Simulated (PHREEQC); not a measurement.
Dissolve 57 mmol/kgw MgCl2, 23 mmol/kgw Na2SO4 and 9.1 mmol/kgw MgSO4 at 20 °C. Closed to the air; pH follows from the charge balance.

Model: ion-association model, wateq4f.dat, run in PHREEQC.

No solid was allowed to form.

Question: Estimate the ionic strength.

Answer: ionic strength 0.213 mol/kgw.

Question: In which forms is Mg present?

Answer: Mg+2 77 %, MgSO4 23 % of the Mg.

Complexes and solids missing from the database can't appear.
